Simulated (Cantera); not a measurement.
# Si + N2O + N2 (thermal oxidation and active oxidation of silicon)

A closed system holds: 1 mol Si, a varied amount of N2O, 260 mol N2, equilibrated at 1500 K and 100000 Pa.

Method: chemical equilibrium by Gibbs-energy minimisation in Cantera with the NASA 1993 tables (ideal gas, pure condensed phases). Candidate condensed phases: Si, SiO2, Si2N2O, Si3N4; 16 gas species. Mutual solubility and eutectic melting of coexisting phases are not modelled. The tables hold silica as quartz up to 1696 K and as liquid above; real silica turns to tridymite and cristobalite and melts near 1996 K. Kinetics and transport are ignored.

```json
[
 {"n(N2O) (mol)": "0.04", "x N2": "1.00", "x SiO": "3.13e-8", "n Si2N2O(s)": "0.0400", "n Si3N4(s)": "0.307", "n SiO2(β-quartz)": "0"},
 {"n(N2O) (mol)": "0.099", "x N2": "1.00", "x SiO": "3.13e-8", "n Si2N2O(s)": "0.0990", "n Si3N4(s)": "0.267", "n SiO2(β-quartz)": "0"},
 {"n(N2O) (mol)": "0.16", "x N2": "1.00", "x SiO": "3.13e-8", "n Si2N2O(s)": "0.160", "n Si3N4(s)": "0.227", "n SiO2(β-quartz)": "0"},
 {"n(N2O) (mol)": "0.22", "x N2": "1.00", "x SiO": "3.13e-8", "n Si2N2O(s)": "0.220", "n Si3N4(s)": "0.187", "n SiO2(β-quartz)": "0"},
 {"n(N2O) (mol)": "0.28", "x N2": "1.00", "x SiO": "3.13e-8", "n Si2N2O(s)": "0.280", "n Si3N4(s)": "0.147", "n SiO2(β-quartz)": "0"},
 {"n(N2O) (mol)": "0.33", "x N2": "1.00", "x SiO": "3.13e-8", "n Si2N2O(s)": "0.330", "n Si3N4(s)": "0.113", "n SiO2(β-quartz)": "0"},
 {"n(N2O) (mol)": "0.39", "x N2": "1.00", "x SiO": "3.13e-8", "n Si2N2O(s)": "0.390", "n Si3N4(s)": "0.0733", "n SiO2(β-quartz)": "0"},
 {"n(N2O) (mol)": "0.45", "x N2": "1.00", "x SiO": "3.13e-8", "n Si2N2O(s)": "0.450", "n Si3N4(s)": "0.0333", "n SiO2(β-quartz)": "0"},
 {"n(N2O) (mol)": "0.51", "x N2": "1.000", "x SiO": "2.22e-6", "n Si2N2O(s)": "0.496", "n Si3N4(s)": "0", "n SiO2(β-quartz)": "0.00647"},
 {"n(N2O) (mol)": "0.57", "x N2": "1.000", "x SiO": "2.22e-6", "n Si2N2O(s)": "0.476", "n Si3N4(s)": "0", "n SiO2(β-quartz)": "0.0465"},
 {"n(N2O) (mol)": "0.63", "x N2": "1.000", "x SiO": "2.22e-6", "n Si2N2O(s)": "0.456", "n Si3N4(s)": "0", "n SiO2(β-quartz)": "0.0865"},
 {"n(N2O) (mol)": "0.69", "x N2": "1.000", "x SiO": "2.22e-6", "n Si2N2O(s)": "0.436", "n Si3N4(s)": "0", "n SiO2(β-quartz)": "0.126"},
 {"n(N2O) (mol)": "0.75", "x N2": "1.000", "x SiO": "2.22e-6", "n Si2N2O(s)": "0.416", "n Si3N4(s)": "0", "n SiO2(β-quartz)": "0.166"}
]
```
x: gas mole fraction; n: condensed amount in mol.

From 0.04 mol N2O to 0.45 mol N2O the condensed part is Si2N2O(s) + Si3N4(s). From 0.51 mol N2O to 0.75 mol N2O the condensed part is SiO2(β-quartz) + Si2N2O(s). The main Si-bearing gas is SiO throughout.
